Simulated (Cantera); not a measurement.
A perfectly stirred reactor is fed with CH4 : H2O = 1 : 0.84 (molar parts), at 950000 Pa; it is held at 1873 K, and followed from long to short residence time.

Cantera simulation using GRI-Mech 3.0 (53 species, 325 reactions); the numbers are that mechanism's predictions, not measurements.

What does this change do: H2O 0.84 to 7 parts?


```json
[
 {"quantity": "x(CH4) at τ = 0.910 s", "before": "0.0301", "after": "0.00127"},
 {"quantity": "x(H2O) at τ = 0.910 s", "before": "0.0304", "after": "0.573"},
 {"quantity": "x(CH2O) at τ = 0.910 s", "before": "6.74e-7", "after": "3.62e-7"},
 {"quantity": "x(CH2) at τ = 0.910 s", "before": "4.98e-8", "after": "3.80e-9"},
 {"quantity": "x(C2H) at τ = 0.910 s", "before": "6.55e-8", "after": "1.66e-10"},
 {"quantity": "x(CH4) at τ = 39.0 ms", "before": "0.0555", "after": "0.0124"},
 {"quantity": "x(H2O) at τ = 39.0 ms", "before": "0.142", "after": "0.612"},
 {"quantity": "x(CH2O) at τ = 39.0 ms", "before": "1.41e-6", "after": "3.54e-6"},
 {"quantity": "x(CH2) at τ = 39.0 ms", "before": "1.54e-7", "after": "5.50e-8"},
 {"quantity": "x(C2H) at τ = 39.0 ms", "before": "2.13e-7", "after": "1.60e-8"}
]
```

What does this change do: CH4 1 to 2.7 parts?


```
quantity                 before    after
----------------------  -------  -------
x(CH4) at τ = 0.910 s    0.0301   0.0617
x(H2O) at τ = 0.910 s    0.0304  0.00443
x(CH2O) at τ = 0.910 s  6.74e-7  3.64e-7
x(CH2) at τ = 0.910 s   4.98e-8  9.70e-8
x(C2H) at τ = 0.910 s   6.55e-8  3.05e-7
x(CH4) at τ = 39.0 ms    0.0555   0.0761
x(H2O) at τ = 39.0 ms     0.142   0.0532
x(CH2O) at τ = 39.0 ms  1.41e-6  6.66e-7
x(CH2) at τ = 39.0 ms   1.54e-7  1.67e-7
x(C2H) at τ = 39.0 ms   2.13e-7  3.88e-7
```
GRI-Mech 3.0 stops at C3 and has no aromatics, soot or wall deposition, so with more carbon than oxygen in the feed, carbon stays in small species such as C2H2 where larger ones or solid carbon would form.
